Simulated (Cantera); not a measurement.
Input: 1 mol Al(CH3)3, 7.6 mol N2, 1.1 mol H2, at 975 K and 12.0 Pa.

Equilibrium computed with Cantera from the NASA thermochemical tables; the gas is ideal and each condensed phase is pure. Candidate condensed phases: Al, AlN, C, C6H6, C7H8, C8H18; 97 gas species. The feed counts by its element totals alone. Kinetics and transport are ignored.

Base state: N2 0.559, H2 0.441 (mole fractions); condensed: AlN(s) + C(graphite).

Problem. What changes in the equilibrium state with this change: Al(CH3)3 replaced by AlCl3?

Solution. 
```csv
species,before,after
N2,0.559,0.774
H2,0.441,0.0851
AlCl3,0,0.0842
HCl,0,0.0567
AlCl2,0,1.23e-5
"AlN(s), mol",1.00,0.183
"C(graphite), mol",3.00,0
```
The tables' values for AlCl2 are old estimates; treat these amounts as uncertain. Further candidate phases: AlCl3, NH4Cl.

Problem. What changes in the equilibrium state with this change: Al(CH3)3 replaced by Al?

Solution. 
```tsv
species	before	after
N2	0.559	0.866
H2	0.441	0.134
AlN(s), mol	1.00	1.00
C(graphite), mol	3.00	0
```
